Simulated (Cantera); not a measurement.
Feed: 1 mol HgO, 0.063 mol H2, at 1.33 mbar.

These are equilibrium values from Cantera (NASA tables, ideal gas, pure condensed phases), not measurements of a reactor. Candidate condensed phases: H2O, Hg, HgO; 10 gas species. Equilibrium is a limit: real reactors are often held back by kinetics, nucleation or transport. All values below are at 625 K.

Base state: Hg 0.653, O2 0.306, H2O 0.0411 (mole fractions); condensed: gas only.

Problem. What changes in the equilibrium state with this change: HgO replaced by Hg?

Solution. 
```json
[
 {"species": "Hg", "before": "0.653", "after": "0.941"},
 {"species": "H2", "before": "<1e-9", "after": "0.0593"},
 {"species": "O2", "before": "0.306", "after": "0"},
 {"species": "H2O", "before": "0.0411", "after": "0"}
]
```
